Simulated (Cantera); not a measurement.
Cantera run, input and output.

```python
import numpy as np
import cantera as ct

gas = ct.Solution("h2o2.yaml")
gas.TPX = 1150, 650, {'H2': 0.013, 'O2': 1}
reactor = ct.IdealGasConstPressureReactor(gas, energy="off", clone=False)
net = ct.ReactorNet([reactor])
net.rtol, net.atol = 1e-08, 1e-18
show = ['H2', 'O2', 'H2O', 'O', 'H2O2', 'OH', 'HO2']
times = np.geomspace(0.0004, 20, 12)

steps = ct.SolutionArray(gas, extra=["t"])
rows = []
print(f"{'t/s':>10s}{'T/K':>9s}{'P/Pa':>11s}" + "".join(f"{s:>11s}" for s in show))
for t in times:
    while net.time < t:
        t_next = net.step()
        steps.append(gas.state, t=t_next)
    rows.append([np.interp(t, steps.t, y) for y in (steps.T, steps.P, *steps(*show).X.T)])
    print(f"{t:10.3e}{rows[-1][0]:9.1f}{rows[-1][1]:11.4g}" + "".join(f"{x:11.3e}" for x in rows[-1][2:]))
rate = np.gradient(steps.T, steps.t)
print("integrator steps:", len(steps.t))
if steps.T.max() > steps.T[0] + 200:
    print(f"time of steepest temperature rise: {steps.t[rate.argmax()]:.4e} s")
gas.TPX = 1150, 650, {'H2': 0.013, 'O2': 1}
gas.equilibrate("TP")
print(f"equilibrium (TP): T = {gas.T:.1f} K  " + "  ".join(f"{s} {gas[s].X[0]:.3e}" for s in show))
```

Result:

```
       t/s      T/K       P/Pa         H2         O2        H2O          O       H2O2         OH        HO2
 4.000e-04   1150.0        650  1.283e-02  9.872e-01  1.715e-10  6.922e-10  5.433e-14  6.067e-10  8.464e-10
 1.070e-03   1150.0        650  1.283e-02  9.872e-01  1.929e-09  3.405e-09  3.877e-13  2.572e-09  2.266e-09
 2.860e-03   1150.0        650  1.283e-02  9.872e-01  3.157e-08  3.231e-08  2.759e-12  2.157e-08  6.112e-09
 7.649e-03   1150.0        650  1.283e-02  9.872e-01  4.646e-06  4.034e-06  2.225e-11  2.630e-06  2.546e-08
 2.045e-02   1150.0        650  8.502e-04  9.767e-01  1.053e-02  8.977e-03  4.219e-08  1.605e-03  1.010e-06
 5.470e-02   1150.0        650  6.615e-05  9.764e-01  1.200e-02  9.990e-03  1.203e-08  8.288e-04  6.691e-07
 1.463e-01   1150.0        650  5.500e-05  9.783e-01  1.215e-02  8.235e-03  1.202e-08  7.565e-04  6.202e-07
 3.911e-01   1150.0        650  3.560e-05  9.814e-01  1.240e-02  5.254e-03  1.180e-08  6.095e-04  5.135e-07
 1.046e+00   1150.0        650  1.490e-05  9.847e-01  1.265e-02  2.171e-03  1.068e-08  3.952e-04  3.387e-07
 2.797e+00   1150.0        650  3.849e-06  9.864e-01  1.280e-02  5.584e-04  7.821e-09  2.015e-04  1.610e-07
 7.479e+00   1150.0        650  7.448e-07  9.869e-01  1.287e-02  1.083e-04  4.039e-09  8.902e-05  5.534e-08
 2.000e+01   1150.0        650  1.389e-07  9.870e-01  1.290e-02  2.026e-05  1.469e-09  3.858e-05  1.544e-08
integrator steps: 1451
equilibrium (TP): T = 1150.0 K  H2 6.972e-10  O2 9.871e-01  H2O 1.291e-02  O 1.031e-07  H2O2 1.554e-11  OH 2.754e-06  HO2 2.445e-09
```

Model: the H2/O2 subset of GRI-Mech 3.0, which has no nitrogen chemistry, integrated in Cantera. Radical loss at walls, strong at low pressure, is not modelled.
